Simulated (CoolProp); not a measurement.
A Linde-Hampson liquefier for carbon monoxide: isothermal reversible compression at 280 K from 1 atm to 25 MPa, throttling to 1 atm, return gas leaving the recuperator 0 K below the feed. Each further row changes one setting.

Values from CoolProp's reference Helmholtz-energy equation of state, Lemmon 2006. It is a short technical equation, of lower accuracy than the large ones.

```csv
case,liquid yield per pass,compression work (kJ/kg of gas)
as stated,0.116,455
high pressure 50 MPa,0.124,524
warm-end temperature 310 K,0.086,509
warm-end gap 5 K,0.105,455
```
